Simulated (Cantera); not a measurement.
A closed system holds: 1 mol Cr, 2.4 mol NH3, 5.5 mol N2, equilibrated at 0.100 bar.

Cantera equilibrium calculation (NASA polynomials, part measured and part estimated; ideal gas, pure solids and liquids). Candidate condensed phases: Cr, CrN, Cr2N; 11 gas species. The numbers say what is thermodynamically allowed, not how fast it happens.

Question: Which condensed phases are stable at each of these points (T (°C)): 825, 925, 1025, 1125, 1225, 1325, 1425, 1525, 1625, 1725, 1825, 1925, 2025?

Answer: 
```tsv
T (°C)	condensed phases	Cr condensed (%)
825	CrN(s)	100.0
925	Cr2N(s)	100.0
1025	Cr2N(s)	100.0
1125	Cr2N(s)	100.0
1225	Cr2N(s)	100.0
1325	Cr(s)	100.0
1425	Cr(s)	99.8
1525	Cr(s)	99.1
1625	Cr(s)	96.5
1725	Cr(s)	88.3
1825	Cr(s)	65.3
1925	Cr(l)	7.2
2025	gas only	0.0
```

At 825 °C the condensed part is CrN(s). From 925 °C to 1225 °C the condensed part is Cr2N(s). From 1325 °C to 1825 °C the condensed part is Cr(s). At 1925 °C the condensed part is Cr(l). At 2025 °C nothing is condensed.
